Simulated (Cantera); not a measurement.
An adiabatic, constant-volume homogeneous reactor starts with CH4 : C2H6 : O2 : N2 = 0.78 : 0.14 : 4.53 : 17 (molar parts), equivalence ratio 0.45, at 1250 K and 0.197 atm.

Detailed kinetics in Cantera: GRI-Mech 3.0 (53 species, 325 reactions).

Problem. Predict: time of steepest temperature rise; temperature at 2.00 s; equilibrium temperature; x(O2) at 2.00 s; x(H2O) at 2.00 s.

Solution. 
| Quantity | Result |
|---|---|
| time of steepest temperature rise | 4.25 ms |
| temperature at 2.00 s | 2336 K |
| equilibrium temperature | 2336 K |
| x(O2) at 2.00 s | 0.102 (gas-phase equilibrium 0.102) |
| x(H2O) at 2.00 s | 0.0820 (gas-phase equilibrium 0.0820) |
